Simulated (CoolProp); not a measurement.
Saturation properties of fluorine (Tc = 144.4 K, pc = 52.40 bar, ω = 0.045).

The numbers come from the reference Helmholtz-energy equation of state, de Reuck 1990 in CoolProp.

```csv
T (K),p (bar),liquid density (kg/m³),vapour density (kg/m³),enthalpy of vaporisation (kJ/kg),liquid cp (kJ/(kg K))
86.1,1.143,1494,6.303,173.4,1.514
92.2,2.149,1450,11.31,167.2,1.540
98.3,3.717,1403,18.84,160.4,1.574
104.3,5.963,1355,29.47,152.9,1.619
110.4,9.130,1302,44.48,144.2,1.684
116.4,13.28,1245,64.67,134.4,1.777
122.5,18.74,1180,92.81,122.6,1.929
128.6,25.66,1104,132.3,108.2,2.207
```

It boils at 85.0 K under 1 atm.
